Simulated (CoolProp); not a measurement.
c-C4F8 (RC318) at 293.15 K and 0.497 MPa flows at 0.61 m/s in a round tube of 2 mm bore and 0.25 µm roughness, fully developed (64/Re and Nu = 3.66 if laminar; Colebrook and Gnielinski if turbulent). Each further row changes one setting.

Model: reference Helmholtz-energy equation of state, Platzer 1990, in CoolProp. This equation is an older, rougher fit; its heat capacities, sound speeds and derivatives of the liquid may be far off and weren't checked against measurements.

```tsv
case	Reynolds number	Darcy friction factor	pressure drop (Pa/m)	heat-transfer coefficient (W/(m² K))	mass flow (kg/h)
as stated	4720	0.0381	5390	1210	10.5
velocity 1.22 m/s	9450	0.0315	17800	2420	21.0
diameter 4 mm	9450	0.0314	2220	1210	41.9
```

Viscosity comes from a separate model (Huber 2003), an estimate that may be off by 10 % or more. Thermal conductivity comes from a separate model (Huber 2003), an estimate that may be off by 10 % or more.
